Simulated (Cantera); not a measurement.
What does this Cantera script print?

```python
import numpy as np
import cantera as ct

gas_names = """
    C CH CH2 CH3 CH2OH CH3O CH4 CH3OH CN CO CO2 COOH C2 C2H CHCO,ketyl C2H2,acetylene C2H2,vinylidene
    CH2CO,ketene C2H3,vinyl CH3CN CH3CO,acetyl C2H4 C2H4O,ethylen CH3CHO,ethanal CH3COOH (HCOOH)2 C2H5
    C2H6 CH3OCH3 C2H5OH CCN CNC C2N2 C2O C3 C3H3,propargyl C3H4,allene C3H4,propyne C3H4,cyclo-
    C3H5,allyl C3H6,propylene C3H6,cyclo- C3H6O C3H7,n-propyl C3H7,i-propyl C3H8 C3H8O,1propanol
    C3H8O,2propanol C3O2 C4 C4H2 C4H4,1,3-cyclo- C4H6,butadiene C4H6,2-butyne C4H6,cyclo- C4H8,1-butene
    C4H8,cis2-buten C4H8,tr2-butene C4H8,isobutene C4H8,cyclo- (CH3COOH)2 C4H9,n-butyl C4H9,i-butyl
    C4H9,s-butyl C4H9,t-butyl C4H10,isobutane C4H10,n-butane C4N2 C5 C5H6,1,3cyclo- C5H8,cyclo-
    C5H10,1-pentene C5H10,cyclo- C5H11,pentyl C5H11,t-pentyl C5H12,n-pentane C5H12,i-pentane
    CH3C(CH3)2CH3 C6H2 C6H5,phenyl C6H5O,phenoxy C6H6 C6H5OH,phenol C6H10,cyclo- C6H12,1-hexene
    C6H12,cyclo- C6H13,n-hexyl C7H7,benzyl C7H8 C7H8O,cresol C7H14,1-heptene C7H15,n-heptyl
    C7H16,n-heptane C8H8,styrene C8H10,ethylbenz C8H16,1-octene C8H17,n-octyl C8H18,isooctane
    C8H18,n-octane C9H19,n-nonyl C10H8,naphthale C10H21,n-decyl C12H9,o-bipheny C12H10,bipheny H HCN HCO
    HCCN HNC HNCO HNO HNO2 HNO3 HO2 H2 HCHO,formaldehy HCOOH H2O H2O2 N NCO NH NH2 NH3 NH2OH NO NO2 NO3
    N2 N2H2 N2H4 N2O O OH O2 O3 Si SiC SiC2 SiC4H12 SiH SiH2 SiH3 SiH4 SiN SiO SiO2 Si2 Si2C Si2N Si3
""".split()
cond_names = """
    C(gr) C6H6(L) C7H8(L) C8H18(L),n-octa H2O(s) H2O(L) Si(cr) Si(L) SiC(b) SiO2(Lqz) SiO2(hqz) SiO2(L)
    Si2N2O(s) Si3N4(a)
""".split()


def load(file, names, dense=False):
    # The tables refer to 1 bar. Condensed volumes are neglected.
    table = {s.name: s for s in ct.Species.list_from_file(file)}
    out = []
    for n in names:
        d = dict(table[n].input_data)
        d["thermo"] = dict(d["thermo"], **{"reference-pressure": 1e5})
        if dense:
            d["equation-of-state"] = {"model": "constant-volume", "density": "1e6 g/cm^3"}
        out.append(ct.Species.from_dict(d))
    return out


gas = ct.Solution(thermo="ideal-gas", species=load("nasa_gas.yaml", gas_names))
cond = {s.name: ct.Solution(thermo="fixed-stoichiometry", species=[s], name=s.name)
        for s in load("nasa_condensed.yaml", cond_names, dense=True)}
atoms = {
    'SiC': {'Si': 1, 'C': 1},
    'N2O': {'N': 2, 'O': 1},
    'H2': {'H': 2},
}
top_T = {'C(gr)': 4500, 'SiC(b)': 3050, 'Si2N2O(s)': 2100, 'Si3N4(a)': 2400}  # K; cautious upper limits of use, not melting points


def equilibrate(T, P, feed):
    n = {}
    for name, mol in feed.items():
        for a, k in atoms[name].items():
            n[a] = n.get(a, 0.0) + k * mol
    gas.TPX = T, P, n
    mass = sum(n.values()) * gas.mean_molecular_weight
    gas.equilibrate("TP")
    valid = [c for c in cond.values() if c.min_temp <= T <= top_T.get(c.name, c.max_temp)]
    mix = ct.Mixture([(gas, mass / gas.mean_molecular_weight)] + [(c, 0.0) for c in valid])
    mix.T, mix.P = T, P
    mix.equilibrate("TP", solver="vcs", rtol=1e-11, max_steps=5000)
    return mix


results = []
T = 1400  # K
P = 1333.22  # Pa
for m in [19, 32, 45, 58, 70, 83, 96]:
    feed = {'SiC': 1, 'N2O': 0.014, 'H2': m}  # mol
    mix = equilibrate(T, P, feed)
    results.append((T, P, feed, dict(zip(mix.species_names, mix.species_moles))))
    x = sorted(zip(gas.X, gas.species_names), reverse=True)
    print(f"T = {T:g} K  P = {P:g} Pa  n(H2) = {m:g} mol  gas = {mix.phase_moles(0):.4g} mol")
    print("   x: " + "  ".join(f"{s} {v:.3e}" for v, s in x if v > 0.001))
    print("   condensed (mol): " + ("  ".join(f"{mix.phase(i).name} {mix.phase_moles(i):.4g}"
          for i in range(1, mix.n_phases) if mix.phase_moles(i) > 1e-12) or "none"))
```

It prints:

```
T = 1400 K  P = 1333.22 Pa  n(H2) = 19 mol  gas = 19.02 mol
   x: H2 9.989e-01
   condensed (mol): SiC(b) 0.991  Si2N2O(s) 0.003793
T = 1400 K  P = 1333.22 Pa  n(H2) = 32 mol  gas = 32.02 mol
   x: H2 9.993e-01
   condensed (mol): SiC(b) 0.9914  Si2N2O(s) 0.003
T = 1400 K  P = 1333.22 Pa  n(H2) = 45 mol  gas = 45.02 mol
   x: H2 9.994e-01
   condensed (mol): SiC(b) 0.9918  Si2N2O(s) 0.002189
T = 1400 K  P = 1333.22 Pa  n(H2) = 58 mol  gas = 58.03 mol
   x: H2 9.995e-01
   condensed (mol): SiC(b) 0.9922  Si2N2O(s) 0.001386
T = 1400 K  P = 1333.22 Pa  n(H2) = 70 mol  gas = 70.03 mol
   x: H2 9.996e-01
   condensed (mol): SiC(b) 0.9926  Si2N2O(s) 0.0006629
T = 1400 K  P = 1333.22 Pa  n(H2) = 83 mol  gas = 83.03 mol
   x: H2 9.996e-01
   condensed (mol): SiC(b) 0.9929
T = 1400 K  P = 1333.22 Pa  n(H2) = 96 mol  gas = 96.03 mol
   x: H2 9.997e-01
   condensed (mol): SiC(b) 0.9929
```

Method: chemical equilibrium by Gibbs-energy minimisation in Cantera with the NASA 1993 tables (ideal gas, pure condensed phases). Mutual solubility and eutectic melting of coexisting phases are not modelled.
